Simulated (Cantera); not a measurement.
Charge: 1 mol CH₂F₂, 0.23 mol F₂, 0.99 mol H₂, at 3250 °C and 3.30e-5 bar.

Method: chemical equilibrium by Gibbs-energy minimisation in Cantera with the NASA 1993 tables (ideal gas, pure condensed phases). Candidate condensed phases: C, C₆H₆, C₇H₈, C₈H₁₈; 95 gas species. Rates play no part.

Base state: H 0.535, F 0.330, C 0.134, HF 0.00108, C₂ 0.000192, CF 0.000120, H₂ 2.44e-5 (mole fractions); condensed: gas only.

Q: What changes in the equilibrium state with this change: temperature from 3250 °C to 3077 °C?

A: 
```
species    before     after
-------  --------  --------
H           0.535     0.534
F           0.330     0.329
C           0.134     0.133
HF        0.00108   0.00309
C₃        2.16e-6   2.27e-5
C₂       0.000192  0.000559
CF       0.000120  0.000320
H₂        2.44e-5   5.49e-5
```
